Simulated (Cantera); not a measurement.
Premixed flame

A freely propagating, adiabatic, planar premixed flame of 54.0 % H2, 9.02 % O2, 33.9 % N2, 3.13 % H2O, unburnt at 400 K and 0.326 atm; mixture-averaged transport, grid criteria slope 0.08 and curve 0.16, no radiation.

Cantera simulation using the H2/O2 subset of GRI-Mech 3.0, which has no nitrogen chemistry; the numbers are that mechanism's predictions, not measurements. Burning velocities carry a grid error of a few per cent, more on coarse grids.

```json
[
 {"z (mm)": "-5.13", "T (K)": "400", "u (m/s)": "3.27", "x H2": "0.540", "x O2": "0.0902", "x H2O": "0.0313", "x H2O2": "<1e-8", "x O": "<1e-8", "x OH": "<1e-8"},
 {"z (mm)": "-3.42", "T (K)": "400", "u (m/s)": "3.27", "x H2": "0.540", "x O2": "0.0902", "x H2O": "0.0313", "x H2O2": "<1e-8", "x O": "<1e-8", "x OH": "<1e-8"},
 {"z (mm)": "-2.57", "T (K)": "400", "u (m/s)": "3.27", "x H2": "0.540", "x O2": "0.0902", "x H2O": "0.0313", "x H2O2": "<1e-8", "x O": "<1e-8", "x OH": "<1e-8"},
 {"z (mm)": "-1.71", "T (K)": "400", "u (m/s)": "3.27", "x H2": "0.540", "x O2": "0.0902", "x H2O": "0.0313", "x H2O2": "<1e-8", "x O": "<1e-8", "x OH": "<1e-8"},
 {"z (mm)": "-0.856", "T (K)": "427", "u (m/s)": "3.47", "x H2": "0.536", "x O2": "0.0904", "x H2O": "0.0324", "x H2O2": "9.10e-6", "x O": "5.06e-6", "x OH": "3.63e-5"},
 {"z (mm)": "-0.428", "T (K)": "654", "u (m/s)": "5.19", "x H2": "0.510", "x O2": "0.0842", "x H2O": "0.0518", "x H2O2": "1.52e-5", "x O": "0.000106", "x OH": "0.000317"},
 {"z (mm)": "0", "T (K)": "988", "u (m/s)": "7.65", "x H2": "0.445", "x O2": "0.0605", "x H2O": "0.107", "x H2O2": "5.11e-7", "x O": "0.000851", "x OH": "0.000475"},
 {"z (mm)": "0.428", "T (K)": "1220", "u (m/s)": "9.40", "x H2": "0.376", "x O2": "0.0206", "x H2O": "0.184", "x H2O2": "1.21e-7", "x O": "0.00111", "x OH": "0.000846"},
 {"z (mm)": "0.856", "T (K)": "1321", "u (m/s)": "10.2", "x H2": "0.353", "x O2": "0.00389", "x H2O": "0.216", "x H2O2": "5.37e-8", "x O": "0.000384", "x OH": "0.000748"},
 {"z (mm)": "1.71", "T (K)": "1406", "u (m/s)": "10.8", "x H2": "0.354", "x O2": "0.000197", "x H2O": "0.225", "x H2O2": "4.03e-8", "x O": "0.000127", "x OH": "0.000771"},
 {"z (mm)": "3.42", "T (K)": "1492", "u (m/s)": "11.4", "x H2": "0.362", "x O2": "2.87e-5", "x H2O": "0.226", "x H2O2": "3.63e-8", "x O": "9.43e-5", "x OH": "0.000824"},
 {"z (mm)": "6.85", "T (K)": "1576", "u (m/s)": "11.9", "x H2": "0.370", "x O2": "1.79e-5", "x H2O": "0.228", "x H2O2": "2.65e-8", "x O": "6.33e-5", "x OH": "0.000790"},
 {"z (mm)": "13.7", "T (K)": "1647", "u (m/s)": "12.4", "x H2": "0.378", "x O2": "9.76e-6", "x H2O": "0.229", "x H2O2": "1.56e-8", "x O": "3.53e-5", "x OH": "0.000666"}
]
```
x: mole fraction of selected species; z is measured from the peak of heat release.

The laminar burning velocity is 327 cm/s, the thermal thickness comes out as 1.71 mm and the peak x(H2O2) comes out as 2.08e-5. The peak x(O) comes out as 0.00128. The peak x(OH) is 0.000846 and the grid points comes out as 132.
